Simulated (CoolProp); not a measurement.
C2F6 (R116) at 298.01 K and 0.149 MPa is compressed adiabatically to 0.57 MPa with isentropic efficiency 0.7. Each further row changes one setting.

Values from CoolProp's reference Helmholtz-energy equation of state, Lemmon 2006. It is a short technical equation, of lower accuracy than the large ones.

| case | work (kJ/kg) | final temperature (K) | final density (kg/m³) |
|---|---|---|---|
| as stated | 35.4 | 344.1 | 28.5 |
| efficiency 1 | 24.7 | 331.6 | 29.8 |
| efficiency 0.65 | 38.1 | 347.3 | 28.2 |
